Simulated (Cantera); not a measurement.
Input: 1 mol ZrO₂, 44 mol H₂, 9.8 mol H₂O, held at 9700 Pa.

Method: chemical equilibrium by Gibbs-energy minimisation in Cantera with the NASA 1993 tables (ideal gas, pure condensed phases). Candidate condensed phases: H₂O, Zr, ZrO₂; 12 gas species. Kinetics and transport are ignored.

**Question.** At 1475 K, list the 3 most abundant gas species with their mole fractions, and the condensed phases.

**Answer.** H₂ 0.818, H₂O 0.182, H 3.77e-5. Condensed: ZrO₂(monoclinic).
